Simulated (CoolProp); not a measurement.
Computed with CoolProp (reference Helmholtz-energy equation of state, Schroeder 2014).

Q: For ethanol, give the phase and the density (kg/m³), cp (kJ/(kg K)), cv (kJ/(kg K)), expansivity (1/kK) at -98.45 °C and 0.0489 MPa.

A: 
- -98.45 °C and 0.0489 MPa: liquid; density 893, cp 1.90, cv 1.48, expansivity 1.09
